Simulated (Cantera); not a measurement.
Charge: 1 mol B2O3, 2.3 mol NH3, 0.55 mol H2, 0.1 mol O2, held at 0.548 Torr.

Cantera equilibrium calculation (NASA polynomials, part measured and part estimated; ideal gas, pure solids and liquids). Candidate condensed phases: B, BN, B2O3, B3O3H3, H2O; 39 gas species. Kinetics and transport are ignored.

Problem. At 1673 K, list the 4 most abundant gas species with their mole fractions, and the condensed phases.

Solution. H2 0.592, N2 0.186, B2O3 0.107, HBO2 0.0842. Condensed: gas only.
